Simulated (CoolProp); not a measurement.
The fluid at 334.06 K and 0.499 MPa (stagnation) flows isentropically through a choked orifice. The same conditions are run with several fluids, on thermodynamics alone (safety and materials aside).

Model: reference Helmholtz-energy equation of state of each fluid (C3F8 (R218): Lemmon 2006; propane: Lemmon 2009; hydrogen chloride: Thol 2018; dimethyl ether: Wu 2011; ammonia: Gao 2020), in CoolProp.

```json
[
 {"fluid": "C3F8 (R218)", "throat to inlet pressure ratio": "0.602", "mass flux (kg/(m² s))": "2600", "throat temperature (K)": "324.0"},
 {"fluid": "propane", "throat to inlet pressure ratio": "0.585", "mass flux (kg/(m² s))": "1280", "throat temperature (K)": "314.3"},
 {"fluid": "hydrogen chloride", "throat to inlet pressure ratio": "0.529", "mass flux (kg/(m² s))": "1250", "throat temperature (K)": "278.6"},
 {"fluid": "dimethyl ether", "throat to inlet pressure ratio": "0.581", "mass flux (kg/(m² s))": "1320", "throat temperature (K)": "311.6"},
 {"fluid": "ammonia", "throat to inlet pressure ratio": "0.546", "mass flux (kg/(m² s))": "837", "throat temperature (K)": "290.7"}
]
```
